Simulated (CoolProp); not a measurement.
Sulfur dioxide at 238.68 K and 0.00494 MPa is throttled through a valve to 0.00263 MPa with no heat exchange. Each further row changes one setting.

The numbers come from the reference Helmholtz-energy equation of state, Gao 2016 in CoolProp.

| case | temperature change (K) | final density (kg/m³) |
|---|---|---|
| as stated | -0.2 | ? |
| outlet pressure 0.000789 MPa | ? | ? |
| outlet pressure 0.00342 MPa | -0.1 | ? |

What belongs in the gaps?


- as stated, final density (kg/m³): 0.0851
- outlet pressure 0.000789 MPa, temperature change (K): -0.3
- outlet pressure 0.000789 MPa, final density (kg/m³): 0.0255
- outlet pressure 0.00342 MPa, final density (kg/m³): 0.111
